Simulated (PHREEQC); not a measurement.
Dissolve 0.0011 mol/kgw H2SO4 and 0.0016 mol/kgw CuSO4 at 25 °C. Closed to the air; pH follows from the charge balance.

The numbers come from PHREEQC with the ion-association model, wateq4f.dat.

| quantity | before | after |
|---|---|---|
| pH | 2.75 | 3.02 |
| ionic strength (mol/kgw) | 0.00802 | 0.00429 |
| SO4-2 (mol/kgw) | 0.00214 | 0.00117 |
| Cu+2 (mol/kgw) | 0.00132 | 0.000704 |
| HSO4- (mol/kgw) | 0.000280 | 8.74e-5 |
| CuSO4 (mol/kgw) | 0.000279 | 9.65e-5 |
| SI of Chalcanthite (CuSO4:5H2O) | -3.22 | -3.69 |
| SI of Tenorite (CuO) | -5.15 | -4.85 |

Which change was made?
A. diluted 2-fold with water
B. temperature from 25 to 40 °C
C. temperature from 25 to 35 °C
D. CuSO4 from 0.0016 to 0.008 mol/kgw

A, diluted 2-fold with water

No solid was allowed to form.
